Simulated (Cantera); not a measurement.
Charge: 1 mol Fe2O3, a varied amount of H2, 0.13 mol H2O, held at 1773 K and 0.100 bar.

Equilibrium computed with Cantera from the NASA thermochemical tables; the gas is ideal and each condensed phase is pure. Candidate condensed phases: Fe, FeO, Fe(OH)2, Fe(OH)3, Fe2O3, Fe3O4, H2O; 12 gas species. Mutual solubility and eutectic melting of coexisting phases are not modelled. The tables' stoichiometric FeO is somewhat more stable than real wüstite, so its field is too wide. FeO: taken at fixed stoichiometry. Kinetics and transport are ignored.

log p: log10 of the partial pressure in bar; n: condensed amount in mol.

| n(H2) (mol) | log p H2 | log p H2O | log p H | log p Fe | log p Fe(OH)2 | log p OH | log p FeO | n Fe(δ) | n FeO(l) |
|---|---|---|---|---|---|---|---|---|---|
| 5.6 | -1.16 | -1.50 | -4.13 | -4.70 | -5.41 | -5.67 | -7.01 | 0.671 | 1.33 |
| 9.5 | -1.16 | -1.50 | -4.13 | -4.70 | -5.41 | -5.67 | -7.01 | 1.90 | 0.101 |
| 16 | -1.09 | ? | -4.09 | -4.70 | ? | ? | ? | 2.00 | 0 |
| 27 | -1.05 | ? | -4.07 | -4.70 | ? | ? | ? | 1.99 | 0 |
| 46 | -1.03 | -2.17 | -4.06 | -4.70 | -6.88 | -6.41 | -7.81 | 1.99 | 0 |
| 77 | -1.02 | -2.39 | -4.06 | -4.70 | -7.34 | -6.64 | -8.05 | 1.98 | 0 |
| 130 | -1.01 | -2.62 | -4.05 | -4.70 | -7.80 | -6.87 | -8.28 | 1.97 | 0 |
| 220 | -1.01 | -2.85 | -4.05 | -4.70 | -8.26 | -7.10 | -8.51 | 1.96 | 0 |
| 370 | -1.00 | -3.07 | -4.05 | -4.70 | -8.71 | -7.32 | -8.74 | 1.93 | 0 |

Q: Some entries are withheld; supply them.

A: 
- 27, log p H2O: -1.94
- 27, log p Fe(OH)2: -6.39
- 27, log p OH: -6.17
- 27, log p FeO: -7.56
- 16, log p H2O: -1.71
- 16, log p Fe(OH)2: -5.90
- 16, log p OH: -5.92
- 16, log p FeO: -7.29
